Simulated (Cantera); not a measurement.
A freely propagating, adiabatic, planar premixed flame of H2 : O2 : N2 = 1 : 0.333 : 1.23 (molar parts), unburnt at 525 K and 1.00 bar; multicomponent transport, grid criteria slope 0.08 and curve 0.16, no radiation.

Detailed kinetics in Cantera: the H2/O2 subset of GRI-Mech 3.0, which has no nitrogen chemistry. Burning velocities carry a grid error of a few per cent, more on coarse grids.

Task: Predict: laminar burning velocity; thermal thickness; peak x(HO2); peak x(H2O2); peak x(OH).

Result: 
```json
{
 "laminar_burning_velocity": "711 cm/s",
 "thermal_thickness": "0.428 mm",
 "peak x(HO2)": "0.000341",
 "peak x(H2O2)": "2.26e-5",
 "peak x(OH)": "0.0111"
}
```
